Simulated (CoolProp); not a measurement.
Model: reference Helmholtz-energy equation of state, Gedanitz 2015, in CoolProp.

For cyclopentane, give the phase and the cp (kJ/(kg K)), cv (kJ/(kg K)) at 252.25 °C and 2.13 bar.


- 252.25 °C and 2.13 bar: gas; cp 2.27, cv 2.15
